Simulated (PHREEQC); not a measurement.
Solution (25 °C): 9.6 mmol/kgw H3PO4, 3.7 mmol/kgw HNO3 and 0.017 mmol/kgw H4SiO4. Closed to the air; pH follows from the charge balance.

Model: ion-association model, phreeqc.dat, run in PHREEQC.

Each row changes one thing in this solution. No solid was allowed to form.

```json
[
 {"case": "as made", "pH": "2.11", "ionic strength (mol/kgw)": "0.00842"},
 {"case": "temperature from 25 to 90 °C", "pH": "2.18", "ionic strength (mol/kgw)": "[?]"},
 {"case": "HNO3 from 0.0037 to 0.00333 mol/kgw", "pH": "2.13", "ionic strength (mol/kgw)": "[?]"},
 {"case": "temperature from 25 to 75 °C", "pH": "2.16", "ionic strength (mol/kgw)": "[?]"},
 {"case": "H4SiO4 left out", "pH": "2.11", "ionic strength (mol/kgw)": "0.00842"},
 {"case": "H3PO4 left out", "pH": "2.46", "ionic strength (mol/kgw)": "0.00370"}
]
```

**Question.** Fill in the missing entries.

**Answer.** 
- temperature from 25 to 90 °C, ionic strength (mol/kgw): 0.00729
- HNO3 from 0.0037 to 0.00333 mol/kgw, ionic strength (mol/kgw): 0.00812
- temperature from 25 to 75 °C, ionic strength (mol/kgw): 0.00750

Species that the database lacks are ignored. Away from 25 °C the constants follow the database's enthalpies or fits; those with neither stay at their 25 °C values.
